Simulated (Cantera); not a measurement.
Mixture: CH3OH : O2 : N2 = 1 : 1.07 : 4.03 (molar parts), equivalence ratio 1.4, at 23.0 bar, adiabatic and at constant volume. Ignition delay is the time to a rise of 400 K.

Computed with Cantera and GRI-Mech 3.0 (53 species, 325 reactions). GRI-Mech 3.0 was tuned for natural gas; its chemistry of methanol as a main component is partial and can be far from experiment. The pressure lies above the range GRI-Mech 3.0 was tuned for (to about 10 atm).

### Question
Predict: delay at 1175 K; delay at 1225 K; delay at 1275 K; delay at 1325 K; delay at 1375 K; delay at 1425 K; delay at 1475 K; apparent activation energy between 1375 and 1475 K.

### Answer
```json
{
 "delay at 1175 K": "1.17 ms",
 "delay at 1225 K": "0.500 ms",
 "delay at 1275 K": "0.229 ms",
 "delay at 1325 K": "0.111 ms",
 "delay at 1375 K": "57.5 µs",
 "delay at 1425 K": "31.3 µs",
 "delay at 1475 K": "17.9 µs",
 "apparent activation energy between 1375 and 1475 K": "200 kJ/mol"
}
```
